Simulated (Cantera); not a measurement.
Input (Python, Cantera):

```python
import numpy as np
import cantera as ct

gas = ct.Solution("gri30.yaml")
gas.TPX = 1400, 2000000, {'CO': 1, 'H2': 0.67, 'O2': 0.439, 'N2': 1.65, 'H2O': 0.11}
reactor = ct.IdealGasConstPressureReactor(gas, energy="on", clone=False)
net = ct.ReactorNet([reactor])
net.rtol, net.atol = 1e-08, 1e-16
show = ['CO', 'H2', 'O2', 'OH', 'NO', 'H2O2']
times = np.geomspace(5e-06, 0.2, 10)

steps = ct.SolutionArray(gas, extra=["t"])
rows = []
print(f"{'t/s':>10s}{'T/K':>9s}{'P/Pa':>11s}" + "".join(f"{s:>11s}" for s in show))
for t in times:
    while net.time < t:
        t_next = net.step()
        steps.append(gas.state, t=t_next)
    rows.append([np.interp(t, steps.t, y) for y in (steps.T, steps.P, *steps(*show).X.T)])
    print(f"{t:10.3e}{rows[-1][0]:9.1f}{rows[-1][1]:11.4g}" + "".join(f"{x:11.3e}" for x in rows[-1][2:]))
rate = np.gradient(steps.T, steps.t)
print("integrator steps:", len(steps.t))
if steps.T.max() > steps.T[0] + 200:
    print(f"time of steepest temperature rise: {steps.t[rate.argmax()]:.4e} s")
gas.TPX = 1400, 2000000, {'CO': 1, 'H2': 0.67, 'O2': 0.439, 'N2': 1.65, 'H2O': 0.11}
gas.equilibrate("HP")
print(f"equilibrium (HP): T = {gas.T:.1f} K  " + "  ".join(f"{s} {gas[s].X[0]:.3e}" for s in show))
```

Result:

```
       t/s      T/K       P/Pa         CO         H2         O2         OH         NO       H2O2
 5.000e-06   2835.8      2e+06  1.890e-01  4.546e-02  2.462e-03  1.068e-02  1.242e-04  6.646e-07
 1.623e-05   2914.2      2e+06  1.876e-01  4.466e-02  8.610e-04  6.948e-03  3.143e-04  3.477e-07
 5.268e-05   2911.7      2e+06  1.878e-01  4.482e-02  8.343e-04  6.846e-03  7.896e-04  3.404e-07
 1.710e-04   2906.7      2e+06  1.882e-01  4.511e-02  7.929e-04  6.679e-03  1.670e-03  3.288e-07
 5.550e-04   2904.8      2e+06  1.883e-01  4.523e-02  7.776e-04  6.616e-03  2.007e-03  3.245e-07
 1.802e-03   2904.7      2e+06  1.883e-01  4.523e-02  7.775e-04  6.615e-03  2.010e-03  3.244e-07
 5.848e-03   2904.7      2e+06  1.883e-01  4.523e-02  7.775e-04  6.615e-03  2.010e-03  3.244e-07
 1.898e-02   2904.7      2e+06  1.883e-01  4.523e-02  7.775e-04  6.615e-03  2.010e-03  3.244e-07
 6.162e-02   2904.7      2e+06  1.883e-01  4.523e-02  7.775e-04  6.615e-03  2.010e-03  3.244e-07
 2.000e-01   2904.7      2e+06  1.883e-01  4.523e-02  7.775e-04  6.615e-03  2.010e-03  3.244e-07
integrator steps: 1306
time of steepest temperature rise: 2.9042e-06 s
equilibrium (HP): T = 2904.7 K  CO 1.883e-01  H2 4.523e-02  O2 7.775e-04  OH 6.615e-03  NO 2.010e-03  H2O2 3.244e-07
```

Model: GRI-Mech 3.0 (53 species, 325 reactions), integrated in Cantera. The hydrogen kinetics of GRI-Mech 3.0 are dated; newer H2 mechanisms differ, most at raised pressure. The pressure lies above the range GRI-Mech 3.0 was tuned for (to about 10 atm).
